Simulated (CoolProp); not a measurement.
Chloromethane (R40) at several states: fugacity coefficient from the reference equation and from simpler models built on Tc = 145.5 °C, pc = 69.29 bar, ω = 0.150; each cubic takes its own stable root.

Model: reference Helmholtz-energy equation of state, Thol 2014, in CoolProp.

```tsv
T (°C)	p (bar)	phase	reference
189.75	203	supercritical	0.4374
163.35	39	gas	0.8268
54.65	2.1	gas	0.9747
```

### Question
How far does each simpler model (van der Waals, Redlich-Kwong, Soave-Redlich-Kwong, Peng-Robinson) lie from the reference over these 3 states: mean and median of the absolute difference, and the worst?

### Answer
- van der Waals: mean 3.2 %, median 2.9 %, worst +5.7 % at 189.75 °C and 203 bar
- Redlich-Kwong: mean 1.6 %, median 1.0 %, worst +3.2 % at 189.75 °C and 203 bar
- Soave-Redlich-Kwong: mean 3.0 %, median 1.3 %, worst +7.2 % at 189.75 °C and 203 bar
- Peng-Robinson: mean 0.4 %, median 0.3 %, worst -0.7 % at 163.35 °C and 39 bar
